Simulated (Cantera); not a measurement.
A perfectly stirred reactor is fed with 27.5 % CH₄, 16.8 % CO₂, 55.0 % H₂, 0.688 % H₂O, at 0.133 bar; it is held at 1775 K, and followed from long to short residence time.

Cantera simulation using GRI-Mech 3.0 (53 species, 325 reactions); the numbers are that mechanism's predictions, not measurements.

x: mole fraction; the columns are a selection and need not sum to one.

```tsv
τ (s)	x CH₄	x CO₂	x H₂	x H₂O	x CH₂O	x O₂
25	0.00511	0.000980	0.717	0.0106	?	1.95e-12
6.9	0.00922	0.00249	0.701	0.0271	?	1.20e-11
1.9	0.0166	0.00519	0.674	0.0549	?	4.55e-11
0.55	0.0292	0.00974	0.642	0.0862	?	1.02e-10
0.15	0.0543	0.0216	0.610	0.106	?	1.43e-10
0.043	0.0994	0.0528	0.591	0.0927	?	1.16e-10
0.012	0.168	0.106	0.581	0.0529	?	5.44e-11
0.0034	0.230	0.146	0.565	0.0225	?	1.85e-11
0.00097	0.264	0.163	0.553	0.0106	?	4.04e-12
0.00027	0.273	0.167	0.550	0.00734	?	<1e-12
```

### Question
What belongs in the gaps?

### Answer

- 25, x CH₂O: 1.98e-8
- 6.9, x CH₂O: 5.83e-8
- 1.9, x CH₂O: 1.95e-7
- 0.55, x CH₂O: 5.49e-7
- 0.15, x CH₂O: 1.39e-6
- 0.043, x CH₂O: 3.15e-6
- 0.012, x CH₂O: 6.32e-6
- 0.0034, x CH₂O: 8.94e-6
- 0.00097, x CH₂O: 7.68e-6
- 0.00027, x CH₂O: 2.18e-6
